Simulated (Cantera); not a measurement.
# Fe₃O₄ + CO + N₂ (carbothermic reduction)

Input: 1 mol Fe₃O₄, a varied amount of CO, 18 mol N₂, at 1175 K and 0.0160 bar.

Method: chemical equilibrium by Gibbs-energy minimisation in Cantera with the NASA 1993 tables (ideal gas, pure condensed phases). Candidate condensed phases: C, Fe, Fe(CO)₅, FeO, Fe₂O₃, Fe₃O₄; 27 gas species. Mutual solubility and eutectic melting of coexisting phases are not modelled. The tables' stoichiometric FeO is somewhat more stable than real wüstite, so its field is too wide. FeO: taken at fixed stoichiometry. The numbers say what is thermodynamically allowed, not how fast it happens.

From 1.6 mol CO to 5.6 mol CO the condensed part is FeO(s). From 6.2 mol CO to 7.6 mol CO the condensed part is Fe(α) + FeO(s).

```
n(CO) (mol)  log p N₂  log p CO  log p CO₂  log p Fe  n FeO(s)  n Fe(α)
-----------  --------  --------  ---------  --------  --------  -------
1.6             -1.83     -3.31      -3.09    -11.58      3.00        0
2.3             -1.85     -2.99      -3.10    -11.25      3.00        0
2.9             -1.86     -2.84      -3.12    -11.08      3.00        0
3.6             -1.88     -2.72      -3.13    -10.95      3.00        0
4.3             -1.89     -2.63      -3.14    -10.84      3.00        0
4.9             -1.90     -2.56      -3.16    -10.77      3.00        0
5.6             -1.91     -2.51      -3.17    -10.70      3.00        0
6.2             -1.92     -2.47      -3.15    -10.68      2.94   0.0609
6.9             -1.94     -2.43      -3.12    -10.68      2.82    0.181
7.6             -1.95     -2.40      -3.09    -10.68      2.70    0.300
```
log p: log10 of the partial pressure in bar; n: condensed amount in mol.
